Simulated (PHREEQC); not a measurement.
Solution (90 °C): 0.019 mol HF, 0.013 mol NH4HF2 and 6.4e-07 mol H4SiO4 per kg of water. Closed to the air; pH follows from the charge balance.

Equilibrium calculation in PHREEQC: ion-association model, phreeqc.dat.

- pH: 3.29
- ionic strength: 0.0136 mol/kgw
- total alkalinity: -32.0 meq/kg

| species | molality | activity | log γ |
|---|---|---|---|
| HF | 0.0299 | 0.0300 | 0.001 |
| NH4+ | 0.0130 | 0.0113 | -0.062 |
| F- | 0.0121 | 0.0105 | -0.060 |
| HF2- | 0.00150 | 0.00131 | -0.059 |
| H+ | 0.000582 | 0.000518 | -0.050 |
| SiF6-2 | 6.40e-7 | 3.79e-7 | -0.228 |
| NH3 | 5.18e-7 | 5.20e-7 | 0.001 |

No solid was allowed to form. Away from 25 °C the constants follow the database's enthalpies or fits; those with neither stay at their 25 °C values. SiF6-2 is the database's only silicon fluoride.
